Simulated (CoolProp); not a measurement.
Vapour-liquid equilibrium of toluene (1) + n-nonane (2) at 406 K; x and y are mole fractions of (1).

Computed with CoolProp (multi-fluid Helmholtz-energy mixture model, Lemmon 2006 and Lemmon 2006; pair parameters Bell 2016).

```
x     bubble pressure, mixture model (bar)  bubble pressure, Raoult's law (bar)  y, mixture model  y, Raoult's law
----  ------------------------------------  -----------------------------------  ----------------  ---------------
0.05                                0.6956                               0.6756             0.155            0.136
0.15                                0.8519                               0.7973             0.375            0.345
0.25                                0.9985                               0.9190             0.522            0.498
0.35                                 1.134                                1.041             0.627            0.616
0.45                                 1.259                                1.162             0.708            0.709
0.55                                 1.374                                1.284             0.773            0.785
0.65                                 1.482                                1.406             0.829            0.847
0.75                                 1.585                                1.527             0.879            0.899
0.85                                 1.684                                1.649             0.927            0.944
0.95                                 1.783                                1.771             0.975            0.983
```

The largest gap from Raoult's law is +8.9 % in bubble pressure, at x = 0.35. No azeotrope shows between x = 0.05 and 0.95.

Pair parameters are fitted to limited data, so mixtures are less certain than the pure fluids.
